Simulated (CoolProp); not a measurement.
Vapour-liquid equilibrium of R125 (1) + R1234yf (2) at 0.348 MPa; x and y are mole fractions of (1).

The numbers come from the multi-fluid Helmholtz-energy mixture model, Lemmon 2005 and Lemmon 2022; pair parameters Bell 2023 in CoolProp.

Problem. Give the bubble temperature and the first vapour's composition at x = 0.25, 0.65, 0.95. Is there an azeotrope?

Solution. x = 0.25: 268.8 K, y = 0.396; x = 0.65: 260.0 K, y = 0.787; x = 0.95: 254.8 K, y = 0.975. No azeotrope shows between x = 0.05 and 0.95.

The pair parameters rest on a limited set of measurements; away from them the model extrapolates.
